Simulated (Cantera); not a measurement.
A perfectly stirred reactor is fed with 63.7 % NO, 36.3 % N2, at 20.0 Torr; it is held at 2200 K, and followed from long to short residence time.

Detailed kinetics in Cantera: GRI-Mech 3.0 (53 species, 325 reactions). Radical loss at walls, strong at low pressure, is not modelled.

One state of this run: x NO = 0.629; x O2 = 0.00300; x NO2 = 1.95e-5; x N2O = 0.000148; x O = 0.00149; x N2 = 0.366. x: mole fraction; the columns are a selection and need not sum to one.

Q: Which value of τ (s) does it belong to?
(A) 0.0013
(B) 0.084
(C) 0.68
(D) 0.029

A: D, 0.029
